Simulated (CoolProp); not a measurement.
Toluene at 293.15 K and 0.499 MPa flows at 1.3 m/s in a round tube of 10 mm bore and 15 µm roughness, fully developed (64/Re and Nu = 3.66 if laminar; Colebrook and Gnielinski if turbulent). Each further row changes one setting.

Computed with CoolProp (reference Helmholtz-energy equation of state, Lemmon 2006). It is a short technical equation, of lower accuracy than the large ones.

```csv
case,Reynolds number,Darcy friction factor,pressure drop (Pa/m),heat-transfer coefficient (W/(m² K)),mass flow (kg/h)
as stated,19100,___,___,2060,319
velocity 2.6 m/s,38300,___,___,3950,638
diameter 20 mm,38300,___,891,___,1280
```

**Question.** What belongs in the gaps?

**Answer.** 
- as stated, Darcy friction factor: 0.0291
- as stated, pressure drop (Pa/m): 2130
- velocity 2.6 m/s, Darcy friction factor: 0.0262
- velocity 2.6 m/s, pressure drop (Pa/m): 7670
- diameter 20 mm, Darcy friction factor: 0.0243
- diameter 20 mm, heat-transfer coefficient (W/(m² K)): 1880

Viscosity comes from a separate model (Avgeri 2015). Thermal conductivity comes from a separate model (Assael 2012).
